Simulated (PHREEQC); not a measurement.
**City or well water: speciation**

Synthetic water in mg/L, 25 °C, pH 7.92, pe 0.1: Na 22.4; K 0.357; Ca 8.52; Mg 5.45; Cl 20.5; S(6) as SO4 19.1; Alkalinity as HCO3 54.4; Li 0.00429; N(-3) as NH4 0.207.

Valence states are taken as typed.

Computed with PHREEQC (ion-association model, phreeqc.dat).

Precipitation was switched off in this run.

Estimate the specific conductance.

specific conductance 200 µS/cm.

In which forms is Ca present?

Ca+2 97 %, CaSO4 2.1 %, CaHCO3+ 0.9 % of the Ca.
